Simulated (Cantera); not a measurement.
Input: 1 mol AlCl3, 47 mol NH3, 40 mol H2, 0.0094 mol O2, at 1.00 bar.

Method: chemical equilibrium by Gibbs-energy minimisation in Cantera with the NASA 1993 tables (ideal gas, pure condensed phases). Candidate condensed phases: Al, AlCl3, AlN, Al2O3, H2O, NH4Cl; 45 gas species. Mutual solubility and eutectic melting of coexisting phases are not modelled. Condensed phases not in the tables: AlOCl, aluminium oxynitride. The numbers say what is thermodynamically allowed, not how fast it happens.

What share of the Al ends up in condensed phases as a function of T (K), at 650, 750, 850, 950, 1050, 1150, 1250, 1350, 1450, 1550, 1650, 1750, 1850, 1950?


```
T (K)  Al condensed (%)                 as
-----  ----------------  -----------------
650                97.8  AlN(s) + Al2O3(s)
750                97.3  AlN(s) + Al2O3(s)
850                96.5  AlN(s) + Al2O3(s)
950                95.8  AlN(s) + Al2O3(s)
1050               95.1  AlN(s) + Al2O3(s)
1150               94.5  AlN(s) + Al2O3(s)
1250               93.9  AlN(s) + Al2O3(s)
1350               93.3  AlN(s) + Al2O3(s)
1450               92.4  AlN(s) + Al2O3(s)
1550               90.4  AlN(s) + Al2O3(s)
1650               83.9  AlN(s) + Al2O3(s)
1750               64.4  AlN(s) + Al2O3(s)
1850               18.3  AlN(s) + Al2O3(s)
1950                0.3           Al2O3(s)
```
